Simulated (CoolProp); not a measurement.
Computed with CoolProp (reference Helmholtz-energy equation of state, Gedanitz 2015).

Question: For cyclopentane, give the phase and the density (kg/m³), Prandtl number at 354.9 K and 3.58 MPa; 266.4 K and 0.715 MPa.

Answer: 
- 354.9 K and 3.58 MPa: liquid; density 686, Prandtl number 3.86
- 266.4 K and 0.715 MPa: liquid; density 772, Prandtl number 5.04

Viscosity comes from a separate model (Chung 1988), a generic estimate that can be far off for the liquid and wasn't checked against measurements. Thermal conductivity comes from a separate model (Vassiliou 2015).
